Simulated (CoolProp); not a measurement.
A single-stage vapour-compression cycle with the fluid: evaporating at 243.15 K (dew point), condensing at 277.15 K (bubble point), superheat 2 K, subcooling 5 K, compressor efficiency 0.8, no pressure losses. The same conditions are run with several fluids, on thermodynamics alone (safety and materials aside).

The numbers come from the reference Helmholtz-energy equation of state of each fluid (trans-2-butene: Lemmon 2005; isobutane: Bücker 2006; ammonia: Gao 2020; carbon dioxide: Span 1996; R134a: Tillner-Roth 1994; chlorine: Thol 2021) in CoolProp.

```json
[
 {"fluid": "trans-2-butene", "cooling COP": "5.29", "pressure ratio": "4.35", "discharge temperature (K)": "295.6", "refrigerating effect (kJ/kg)": "372", "volumetric capacity (kJ/m³)": "273"},
 {"fluid": "isobutane", "cooling COP": "5.22", "pressure ratio": "3.87", "discharge temperature (K)": "(withheld)", "refrigerating effect (kJ/kg)": "320", "volumetric capacity (kJ/m³)": "435"},
 {"fluid": "ammonia", "cooling COP": "5.02", "pressure ratio": "4.17", "discharge temperature (K)": "(withheld)", "refrigerating effect (kJ/kg)": "1230", "volumetric capacity (kJ/m³)": "1270"},
 {"fluid": "carbon dioxide", "cooling COP": "(withheld)", "pressure ratio": "(withheld)", "discharge temperature (K)": "322.9", "refrigerating effect (kJ/kg)": "242", "volumetric capacity (kJ/m³)": "8850"},
 {"fluid": "R134a", "cooling COP": "(withheld)", "pressure ratio": "4.00", "discharge temperature (K)": "295.2", "refrigerating effect (kJ/kg)": "183", "volumetric capacity (kJ/m³)": "803"},
 {"fluid": "chlorine", "cooling COP": "5.06", "pressure ratio": "3.48", "discharge temperature (K)": "(withheld)", "refrigerating effect (kJ/kg)": "258", "volumetric capacity (kJ/m³)": "(withheld)"}
]
```

### Question
Some entries are withheld; supply them.

### Answer

- isobutane, discharge temperature (K): 288.4
- ammonia, discharge temperature (K): 362.2
- carbon dioxide, cooling COP: 4.45
- carbon dioxide, pressure ratio: 2.71
- R134a, cooling COP: 5.17
- chlorine, discharge temperature (K): 354.5
- chlorine, volumetric capacity (kJ/m³): 1110
